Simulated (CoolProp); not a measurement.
The numbers come from the reference Helmholtz-energy equation of state, Lemmon 2006 in CoolProp. It is a short technical equation, of lower accuracy than the large ones.

Problem. For nitrous oxide, give the phase and the cv (kJ/(kg K)), fugacity coefficient at 329.6 K and 10800 kPa.

Solution. 
- 329.6 K and 10800 kPa: supercritical; cv 1.00, fugacity coefficient 0.600
